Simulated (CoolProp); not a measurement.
Vapour-liquid equilibrium of R22 (1) + R134a (2) at 0.0769 MPa; x and y are mole fractions of (1).

The numbers come from the multi-fluid Helmholtz-energy mixture model, Kamei 1995 and Tillner-Roth 1994; pair parameters Bell 2016 in CoolProp.

Q: Give the bubble temperature and the first vapour's composition at x = 0.125, 0.875, 0.95. Is there an azeotrope?

A: x = 0.125: -35.0 °C, y = 0.240; x = 0.875: -45.4 °C, y = 0.927; x = 0.95: -46.1 °C, y = 0.971. No azeotrope shows between x = 0.05 and 0.95.

The pair parameters rest on a limited set of measurements; away from them the model extrapolates.
